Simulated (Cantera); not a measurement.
What does this Cantera script print?

```python
import numpy as np
import cantera as ct

gas_names = """
    CL CL2 H HCL H2 Si SiCL SiCL2 SiCL3 SiCL4 SiH SiHCL3 SiH2 SiH2CL2 SiH3 SiH3CL SiH4 Si2 Si3
""".split()
cond_names = """
    Si(cr) Si(L)
""".split()


def load(file, names, dense=False):
    # The tables refer to 1 bar. Condensed volumes are neglected.
    table = {s.name: s for s in ct.Species.list_from_file(file)}
    out = []
    for n in names:
        d = dict(table[n].input_data)
        d["thermo"] = dict(d["thermo"], **{"reference-pressure": 1e5})
        if dense:
            d["equation-of-state"] = {"model": "constant-volume", "density": "1e6 g/cm^3"}
        out.append(ct.Species.from_dict(d))
    return out


gas = ct.Solution(thermo="ideal-gas", species=load("nasa_gas.yaml", gas_names))
cond = {s.name: ct.Solution(thermo="fixed-stoichiometry", species=[s], name=s.name)
        for s in load("nasa_condensed.yaml", cond_names, dense=True)}
atoms = {
    'SiHCl3': {'Si': 1, 'H': 1, 'CL': 3},
    'H2': {'H': 2},
}
top_T = {}  # K; cautious upper limits of use, not melting points


def equilibrate(T, P, feed):
    n = {}
    for name, mol in feed.items():
        for a, k in atoms[name].items():
            n[a] = n.get(a, 0.0) + k * mol
    gas.TPX = T, P, n
    mass = sum(n.values()) * gas.mean_molecular_weight
    gas.equilibrate("TP")
    valid = [c for c in cond.values() if c.min_temp <= T <= top_T.get(c.name, c.max_temp)]
    mix = ct.Mixture([(gas, mass / gas.mean_molecular_weight)] + [(c, 0.0) for c in valid])
    mix.T, mix.P = T, P
    mix.equilibrate("TP", solver="vcs", rtol=1e-11, max_steps=5000)
    return mix


results = []
T = 2275  # K
P = 7600  # Pa
for m in [16, 27, 46, 80, 140, 240, 400, 700]:
    feed = {'SiHCl3': 1, 'H2': m}  # mol
    mix = equilibrate(T, P, feed)
    results.append((T, P, feed, dict(zip(mix.species_names, mix.species_moles))))

top = {s: max(r[3][s] / sum(r[3][g] for g in gas_names) for r in results) for s in gas_names}
cols = sorted((s for s in top if top[s] > 1e-05), key=lambda s: -top[s])[:5]
seen = [c for c in cond_names if any(r[3].get(c, 0) > 1e-12 for r in results)]
print("log10 of partial pressures in bar; condensed amounts in mol")
print(f"{'n(H2)':>10s}" + "".join(f"{s[:9]:>10s}" for s in cols + seen))
for T, P, feed, n in results:
    ng = sum(n[g] for g in gas_names)
    print(f"{feed['H2']:10.4g}" + "".join(f"{np.log10(max(n[s] / ng * P / 1e5, 1e-99)):10.3f}" for s in cols)
          + "".join(f"{n.get(c, 0):10.4g}" for c in seen))
```

It prints:

```
log10 of partial pressures in bar; condensed amounts in mol
     n(H2)        H2       HCL         H     SiCL2        Si     Si(L)
        16    -1.203    -2.091    -2.673    -2.725    -3.128    0.2713
        27    -1.179    -2.249    -2.661    -3.065    -3.128    0.2566
        46    -1.163    -2.430    -2.653    -3.443    -3.128    0.1288
        80    -1.152    -2.626    -2.647    -3.923    -3.206         0
       140    -1.144    -2.836    -2.643    -4.536    -3.391         0
       240    -1.140    -3.054    -2.641    -5.182    -3.596         0
       400    -1.137    -3.268    -2.640    -5.821    -3.803         0
       700    -1.135    -3.507    -2.639    -6.537    -4.039         0
```

Cantera equilibrium calculation (NASA polynomials, part measured and part estimated; ideal gas, pure solids and liquids). The tables' values for SiCl, SiCl3 are old estimates; treat these amounts as uncertain. Gases not in the tables: Si2H6 and higher silanes.
